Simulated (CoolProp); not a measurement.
p-xylene along the isobar 17.6 MPa: fugacity coefficient from the reference equation and from simpler models built on Tc = 616.2 K, pc = 3.532 MPa, ω = 0.324; each cubic takes its own stable root.

Model: reference Helmholtz-energy equation of state, Zhou 2012, in CoolProp.

| T (K) | phase | reference |
|---|---|---|
| 432.9 | liquid | 0.01843 |
| 441.4 | liquid | 0.02209 |
| 449.8 | liquid | 0.02619 |
| 458.3 | liquid | 0.03085 |
| 466.8 | liquid | 0.03606 |
| 475.3 | liquid | 0.04183 |
| 483.8 | liquid | 0.04819 |
| 492.3 | liquid | 0.05515 |
| 500.8 | liquid | 0.06272 |
| 509.3 | liquid | 0.07092 |
| 517.8 | liquid | 0.07973 |
| 526.2 | liquid | 0.08904 |
| 534.7 | liquid | 0.09908 |
| 543.2 | liquid | 0.1097 |
| 551.7 | liquid | 0.1210 |

Problem. How far does each simpler model (Redlich-Kwong, Soave-Redlich-Kwong, Peng-Robinson) lie from the reference over these 15 states: mean and median of the absolute difference, and the worst?

Solution. 
- Redlich-Kwong: mean 61.9 %, median 58.6 %, worst +102.0 % at 432.9 K and 17.6 MPa
- Soave-Redlich-Kwong: mean 13.4 %, median 13.5 %, worst +14.9 % at 551.7 K and 17.6 MPa
- Peng-Robinson: mean 2.5 %, median 2.6 %, worst +3.6 % at 551.7 K and 17.6 MPa
